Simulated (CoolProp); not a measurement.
Vapour-liquid equilibrium of acetone (1) + n-nonane (2) at 0.0248 MPa; x and y are mole fractions of (1).

Model: multi-fluid Helmholtz-energy mixture model, Lemmon 2006 and Lemmon 2006; pair parameters Bell 2016, in CoolProp.

```
x      bubble temperature, mixture model (°C)  bubble temperature, Raoult's law (°C)  y, mixture model  y, Raoult's law
-----  --------------------------------------  -------------------------------------  ----------------  ---------------
0.05                                     59.5                                   86.3             0.847            0.520
0.125                                       ?                                   69.2             0.955            0.785
0.2                                         ?                                   58.3             0.973            0.882
0.275                                    25.9                                   50.6             0.979            0.927
0.35                                     24.5                                   44.7                 ?            0.952
0.425                                    24.1                                   39.9             0.982            0.967
0.5                                      24.0                                   36.0             0.982            0.977
0.575                                    24.0                                   32.7             0.982            0.984
0.65                                     23.9                                   29.9             0.982            0.989
0.725                                    23.6                                   27.3             0.983            0.993
0.8                                      23.1                                   25.1             0.985            0.995
0.875                                    22.2                                   23.1             0.988            0.997
0.95                                     21.1                                   21.3             0.994            0.999
```

Task: Fill in the missing entries.

Result: 
- 0.125, bubble temperature, mixture model (°C): 37.0
- 0.2, bubble temperature, mixture model (°C): 29.1
- 0.35, y, mixture model: 0.981

The largest gap from Raoult's law is -32.2 K in bubble temperature, at x = 0.125. No azeotrope shows between x = 0.05 and 0.95.

The pair parameters rest on a limited set of measurements; away from them the model extrapolates. With so large a gap from Raoult's law the liquid may split in two, which this calculation doesn't test in full.
